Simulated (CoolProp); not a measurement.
A single-stage vapour-compression cycle with R404A: evaporating at 223.15 K (dew point), condensing at 251.15 K (bubble point), superheat 5 K, subcooling 5 K, compressor efficiency 0.75, no pressure losses. Each further row changes one setting.

Values from CoolProp's reference Helmholtz-energy equation of state, Lemmon 2003. It is a pseudo-pure fit of the blend.

| case | cooling COP | pressure ratio | discharge temperature (K) | refrigerating effect (kJ/kg) | volumetric capacity (kJ/m³) |
|---|---|---|---|---|---|
| as stated | 5.33 | 3.52 | 274.7 | 177 | 768 |
| evaporating temperature 228.15 K | 6.74 | 2.75 | 270.9 | 181 | 986 |
| condensing temperature 246.15 K | 6.59 | 2.89 | 267.3 | 184 | 796 |
| subcooling 10 K | 5.53 | 3.52 | 274.7 | 184 | 796 |
| superheat 15 K | 5.30 | 3.52 | 285.3 | 185 | 764 |
| compressor efficiency 0.65 | 4.62 | 3.52 | 280.5 | 177 | 768 |
